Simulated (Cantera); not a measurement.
Feed: 1 mol TEOS, 0.89 mol O3, 11 mol N2, equilibrated at 702 °C and 2.50 mbar.

These are equilibrium values from Cantera (NASA tables, ideal gas, pure condensed phases), not measurements of a reactor. Candidate condensed phases: C, C6H6, C7H8, C8H18, H2O, Si, SiC, SiO2, Si2N2O, Si3N4; 151 gas species. The feed counts by its element totals alone. The numbers say what is thermodynamically allowed, not how fast it happens.

Base state: N2 0.429, H2 0.389, CO 0.182, H2O 0.000106, CO2 7.93e-5, CH4 4.76e-5 (mole fractions); condensed: C(graphite) + SiO2(β-quartz).

Question: What changes in the equilibrium state with this change: TEOS replaced by Si2H6?

Answer: 
```csv
species,before,after
N2,0.429,0.779
H2,0.389,0.221
H2O,0.000106,3.63e-6
CO,0.182,0
CO2,7.93e-5,0
CH4,4.76e-5,0
"C(graphite), mol",3.33,0
"SiO2(β-quartz), mol",1.00,1.11
"Si2N2O(s), mol",0,0.443
```
N2 is the only nitrogen source here; it is nearly inert below about 1500 K, so the nitride shown seldom forms there in practice.

Question: What changes in the equilibrium state with this change: temperature from 702 °C to 1527 °C?

Answer: 
```csv
species,before,after
N2,0.429,0.395
H2,0.389,0.357
CO,0.182,0.239
SiO,<1e-9,0.00133
H,1.43e-8,0.00428
C2H2 (acetylene),<1e-9,6.26e-5
"C(graphite), mol",3.33,0.335
"SiO2(β-quartz), mol",1.00,0
"SiC(s), mol",0,0.962
```

Question: What changes in the equilibrium state with this change: temperature from 702 °C to 1127 °C?

Answer: 
```
species                before     after
-------------------  --------  --------
N2                      0.429     0.394
H2                      0.389     0.375
CO                      0.182     0.231
SiO                     <1e-9   9.47e-5
H                     1.43e-8   5.96e-5
CO2                   7.93e-5   2.29e-7
HCN                   1.41e-6  0.000191
H2O                  0.000106   8.07e-7
CH4                   4.76e-5   1.52e-6
C(graphite), mol         3.33      1.83
SiO2(β-quartz), mol      1.00         0
Si2N2O(s), mol              0     0.499
```
N2 is the only nitrogen source here; it is nearly inert below about 1500 K, so the nitride shown seldom forms there in practice.
